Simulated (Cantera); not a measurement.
**Pyrogenic steam for wet oxidation**

An isothermal, constant-pressure homogeneous reactor starts with 10.9 % H₂, 11.0 % O₂, 78.1 % N₂, equivalence ratio 0.49, at 1125 K and 100.0 Torr.

Model: GRI-Mech 3.0 (53 species, 325 reactions), integrated in Cantera. The temperature is held fixed by assumption; the heat of reaction is taken as removed at once.

```
t (s)         x H₂    x O₂      x OH       x O     x NO₂
--------  --------  ------  --------  --------  --------
4.00e-6      0.109   0.110  2.65e-12  3.20e-12    <1e-12
1.32e-5      0.109   0.110  1.86e-11  2.91e-11    <1e-12
4.35e-5      0.109   0.110  1.21e-10  2.39e-10    <1e-12
0.000143     0.109   0.110   2.04e-9   4.29e-9    <1e-12
0.000473     0.109   0.110   4.68e-6   9.78e-6    <1e-12
0.00156    0.00694  0.0622   0.00202   0.00612  1.47e-10
0.00514   0.000811  0.0588  0.000576  0.000554   1.70e-9
0.0169     5.07e-5  0.0587  0.000130   3.12e-5   1.99e-8
0.0558     4.39e-6  0.0587   4.24e-5   3.21e-6   4.22e-8
0.184      6.31e-7  0.0587   1.78e-5   5.61e-7   3.79e-8
0.607      1.33e-7  0.0588   8.56e-6   1.31e-7   2.35e-8
2.00       3.43e-8  0.0588   4.44e-6   3.54e-8   1.41e-8
```
x: mole fraction; the columns are a selection and need not sum to one.

Equilibrium at this temperature and pressure: H₂ 3.16e-9, O₂ 0.0587, OH 1.31e-6, O 3.08e-9, NO₂ 2.76e-7 (gas phase only).
